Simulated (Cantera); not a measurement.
A Cantera script and what it prints.

```python
import numpy as np
import cantera as ct

gas_names = """
    N NO NO2 NO3 N2 N2O O O2 O3 Si SiN SiO SiO2 Si2 Si2N Si3
""".split()
cond_names = """
    Si(cr) Si(L) SiO2(Lqz) SiO2(hqz) SiO2(L) Si2N2O(s) Si3N4(a)
""".split()


# ... load() reads the species with a 1 bar reference pressure and builds the phases ...
atoms = {
    'Si3N4': {'Si': 3, 'N': 4},
    'O2': {'O': 2},
    'N2': {'N': 2},
}
top_T = {'Si2N2O(s)': 2100, 'Si3N4(a)': 2400}  # K; cautious upper limits of use, not melting points


# ... equilibrate(T, P, feed) seeds the gas with the atoms and calls Mixture.equilibrate('TP', solver="vcs", rtol=1e-11, max_steps=5000) ...
results = []
feed = {'Si3N4': 1, 'O2': 0.048, 'N2': 24}  # mol
T = 2148  # K
P = 13332.2  # Pa
mix = equilibrate(T, P, feed)
results.append((T, P, feed, dict(zip(mix.species_names, mix.species_moles))))
x = sorted(zip(gas.X, gas.species_names), reverse=True)
print(f"T = {T:g} K  P = {P:g} Pa  gas = {mix.phase_moles(0):.4g} mol")
print("   x: " + "  ".join(f"{s} {v:.3e}" for v, s in x if v > 1e-06))
print("   condensed (mol): " + ("  ".join(f"{mix.phase(i).name} {mix.phase_moles(i):.4g}"
      for i in range(1, mix.n_phases) if mix.phase_moles(i) > 1e-12) or "none"))
```

Output:

```
T = 2148 K  P = 13332.2 Pa  gas = 26.14 mol
   x: N2 9.944e-01  SiO 3.672e-03  Si 1.650e-03  Si2N 1.298e-04  SiN 1.126e-04  Si2 2.379e-05  Si3 4.757e-06
   condensed (mol): Si(L) 2.85
```

Method: chemical equilibrium by Gibbs-energy minimisation in Cantera with the NASA 1993 tables (ideal gas, pure condensed phases). The tables' values for SiN are old estimates; treat these amounts as uncertain.
